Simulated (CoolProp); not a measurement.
Vapour-liquid equilibrium of benzene (1) + toluene (2) at 465.2 K; x and y are mole fractions of (1).

Values from CoolProp's multi-fluid Helmholtz-energy mixture model, Thol 2012 and Lemmon 2006; pair parameters Bell 2016.

Task: Give the bubble pressure and the first vapour's composition at x = 0.5, 0.8, 0.95. Is there an azeotrope?

Result: x = 0.5: 943.1 kPa, y = 0.630; x = 0.8: 1131 kPa, y = 0.871; x = 0.95: 1229 kPa, y = 0.970. No azeotrope shows between x = 0.05 and 0.95.

Pair parameters are fitted to limited data, so mixtures are less certain than the pure fluids.
